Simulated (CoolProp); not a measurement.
Vapour pressure (MPa) of n-nonane: the reference equation beside estimates from Tc = 594.5 K, pc = 2.282 MPa, ω = 0.443.

Computed with CoolProp (reference Helmholtz-energy equation of state, Lemmon 2006). It is a short technical equation, of lower accuracy than the large ones.

| T (K) | reference | van der Waals | Redlich-Kwong |
|---|---|---|---|
| 277.8 | 0.0001435 | 0.03950 | 0.001913 |
| 282.8 | 0.0002069 | 0.04487 | 0.002509 |
| 287.8 | 0.0002939 | 0.05076 | 0.003251 |
| 292.8 | 0.0004114 | 0.05718 | 0.004166 |
| 297.7 | 0.0005644 | 0.06403 | 0.005256 |
| 302.7 | 0.0007693 | 0.07160 | 0.006599 |
| 307.7 | 0.001036 | 0.07980 | 0.008207 |
| 312.7 | 0.001378 | 0.08863 | 0.01012 |
| 317.7 | 0.001814 | 0.09814 | 0.01237 |
| 322.7 | 0.002363 | 0.1083 | 0.01500 |
| 327.6 | 0.003032 | 0.1190 | 0.01800 |

Absolute difference from the reference over all 11 rows, mean and median: van der Waals 11635.2 and 9207.2 %, Redlich-Kwong 799.1 and 757.8 %.
